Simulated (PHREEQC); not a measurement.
## Alkaline etch or developer: speciation

Solution (25 °C): 13 mmol/kgw NH3. Closed to the air; pH follows from the charge balance.

Equilibrium calculation in PHREEQC: ion-association model, phreeqc.dat.

Each row changes one thing in this solution. No solid was allowed to form.

```
case                                pH  ionic strength (mol/kgw)  NH3 (mol/kgw)  NH4+ (mol/kgw)
-------------------------------  -----  ------------------------  -------------  --------------
as made                          10.67                  0.000483         0.0125        0.000483
temperature from 25 to 65 °C       ___                  0.000495         0.0125        0.000495
NH3 from 0.013 to 0.065 mol/kgw    ___                   0.00111         0.0639         0.00111
temperature from 25 to 45 °C       ___                  0.000499         0.0125        0.000499
diluted 10-fold with water       10.15                  0.000145        0.00115        0.000145
diluted 5-fold with water        10.31                  0.000209        0.00239        0.000209
0.0025 mol/kgw HBr added          9.88                   0.00258         0.0104         0.00258
```

Q: Complete the blanks.

A: 
- temperature from 25 to 65 °C, pH: 9.58
- NH3 from 0.013 to 0.065 mol/kgw, pH: 11.02
- temperature from 25 to 45 °C, pH: 10.08

At this temperature some constants are extrapolated from 25 °C, and those without enthalpy data are left unchanged.
